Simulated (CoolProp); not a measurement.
Vapour-liquid equilibrium of R125 (1) + R236FA (2) at 0.688 bar; x and y are mole fractions of (1).

Values from CoolProp's multi-fluid Helmholtz-energy mixture model, Lemmon 2005 and Pan 2012; pair parameters Bell 2016.

| x | bubble temperature, mixture model (K) | bubble temperature, Raoult's law (K) | y, mixture model | y, Raoult's law |
|---|---|---|---|---|
| 0.05 | 256.9 | 256.8 | 0.267 | 0.280 |
| 0.2 | 244.1 | 243.9 | 0.672 | 0.684 |
| 0.35 | 235.7 | 235.6 | 0.832 | 0.840 |
| 0.5 | 229.6 | 229.6 | 0.909 | 0.915 |
| 0.65 | 225.1 | 225.0 | 0.952 | 0.955 |
| 0.8 | 221.4 | 221.4 | 0.978 | 0.980 |
| 0.95 | 218.4 | 218.4 | 0.995 | 0.996 |

The largest gap from Raoult's law is +0.2 K in bubble temperature, at x = 0.2. No azeotrope shows between x = 0.05 and 0.95.

The pair parameters rest on a limited set of measurements; away from them the model extrapolates.
